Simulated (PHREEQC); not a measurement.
## Brackish or sea water

Synthetic water in mg/kgw, 45 °C, pH 6.21: Na 5960; K 740; Ca 1260; Mg 356; Cl 11400; S(6) as SO4 1830; Alkalinity as HCO3 12; Li 0.943; B 26.7.

Valence states are taken as typed.

Computed with PHREEQC (Pitzer model, pitzer.dat).

No solid was allowed to form.

Estimate the activity of water, specific conductance, density.

activity of water 0.989; specific conductance 48100 µS/cm; density 1.006 g/cm³.

In which forms is C present?

HCO3- 57 %, CO2 43 % of the C.

At this temperature some constants are extrapolated from 25 °C, and those without enthalpy data are left unchanged.
